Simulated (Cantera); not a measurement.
Hydrogen reduction and annealing atmospheres: FeS + H₂ + H₂O

Feed: 1 mol FeS, a varied amount of H₂, 3.6 mol H₂O, held at 877 °C and 13.3 mbar.

Equilibrium computed with Cantera from the NASA thermochemical tables; the gas is ideal and each condensed phase is pure. Candidate condensed phases: Fe, FeO, Fe(OH)₂, Fe(OH)₃, FeS, FeSO₄, FeS₂, Fe₂O₃, Fe₂(SO₄)₃, Fe₃O₄, H₂O, H₂SO₄, S; 22 gas species. Mutual solubility and eutectic melting of coexisting phases are not modelled. FeS: taken at fixed stoichiometry. Kinetics and transport are ignored.

```json
[
 {"n(H₂) (mol)": "46", "x H₂": "0.925", "x H₂O": "0.0726", "x H₂S": "0.00291", "x SH": "2.09e-6", "x S₂": "6.81e-7", "x H": "6.21e-7", "x Fe(OH)₂": "4.35e-9", "n Fe(α)": "0.145", "n FeS(s)": "0.855"},
 {"n(H₂) (mol)": "57", "x H₂": "0.938", "x H₂O": "0.0594", "x H₂S": "0.00295", "x SH": "2.11e-6", "x S₂": "6.81e-7", "x H": "6.26e-7", "x Fe(OH)₂": "2.87e-9", "n Fe(α)": "0.179", "n FeS(s)": "0.821"},
 {"n(H₂) (mol)": "72", "x H₂": "0.949", "x H₂O": "0.0476", "x H₂S": "0.00299", "x SH": "2.12e-6", "x S₂": "6.81e-7", "x H": "6.30e-7", "x Fe(OH)₂": "1.82e-9", "n Fe(α)": "0.226", "n FeS(s)": "0.774"},
 {"n(H₂) (mol)": "91", "x H₂": "0.959", "x H₂O": "0.0381", "x H₂S": "0.00302", "x SH": "2.13e-6", "x S₂": "6.81e-7", "x H": "6.33e-7", "x Fe(OH)₂": "1.15e-9", "n Fe(α)": "0.286", "n FeS(s)": "0.714"},
 {"n(H₂) (mol)": "110", "x H₂": "0.965", "x H₂O": "0.0317", "x H₂S": "0.00304", "x SH": "2.14e-6", "x S₂": "6.81e-7", "x H": "6.35e-7", "x Fe(OH)₂": "7.94e-10", "n Fe(α)": "0.346", "n FeS(s)": "0.654"},
 {"n(H₂) (mol)": "140", "x H₂": "0.972", "x H₂O": "0.0251", "x H₂S": "0.00306", "x SH": "2.15e-6", "x S₂": "6.81e-7", "x H": "6.37e-7", "x Fe(OH)₂": "4.94e-10", "n Fe(α)": "0.440", "n FeS(s)": "0.560"},
 {"n(H₂) (mol)": "180", "x H₂": "0.977", "x H₂O": "0.0196", "x H₂S": "0.00308", "x SH": "2.15e-6", "x S₂": "6.81e-7", "x H": "6.39e-7", "x Fe(OH)₂": "3.00e-10", "n Fe(α)": "0.566", "n FeS(s)": "0.434"},
 {"n(H₂) (mol)": "230", "x H₂": "0.981", "x H₂O": "0.0154", "x H₂S": "0.00309", "x SH": "2.16e-6", "x S₂": "6.81e-7", "x H": "6.40e-7", "x Fe(OH)₂": "1.85e-10", "n Fe(α)": "0.723", "n FeS(s)": "0.277"},
 {"n(H₂) (mol)": "280", "x H₂": "0.984", "x H₂O": "0.0127", "x H₂S": "0.00310", "x SH": "2.16e-6", "x S₂": "6.81e-7", "x H": "6.41e-7", "x Fe(OH)₂": "1.25e-10", "n Fe(α)": "0.880", "n FeS(s)": "0.120"},
 {"n(H₂) (mol)": "360", "x H₂": "0.987", "x H₂O": "0.00990", "x H₂S": "0.00275", "x SH": "1.91e-6", "x S₂": "5.31e-7", "x H": "6.42e-7", "x Fe(OH)₂": "7.58e-11", "n Fe(α)": "1.00", "n FeS(s)": "0"},
 {"n(H₂) (mol)": "450", "x H₂": "0.990", "x H₂O": "0.00794", "x H₂S": "0.00220", "x SH": "1.53e-6", "x S₂": "3.40e-7", "x H": "6.43e-7", "x Fe(OH)₂": "4.86e-11", "n Fe(α)": "1.00", "n FeS(s)": "0"}
]
```
x: gas mole fraction; n: condensed amount in mol.

From 46 mol H₂ to 280 mol H₂ the condensed part is Fe(α) + FeS(s). From 360 mol H₂ to 450 mol H₂ the condensed part is Fe(α).
